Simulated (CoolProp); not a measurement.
Properties of n-octane at several states.

Model: reference Helmholtz-energy equation of state, Beckmüller 2019, in CoolProp.

```csv
T (K),p (MPa),phase,Z,cv (kJ/(kg K)),viscosity (µPa s),conductivity (mW/(m K))
396.7,2.83,liquid,0.1585,2.157,211,99.1
541.2,13.8,liquid,0.6818,2.693,___,82.2
427.6,2.68,liquid,0.1462,2.278,___,91.6
253.3,8.88,liquid,0.6508,1.655,1080,___
```

Q: Fill in the missing entries.

A: 
- 541.2, viscosity (µPa s): 98.2
- 427.6, viscosity (µPa s): 168
- 253.3, conductivity (mW/(m K)): 143

Viscosity comes from a separate model (Huber 2004). Thermal conductivity comes from a separate model (Huber 2005).
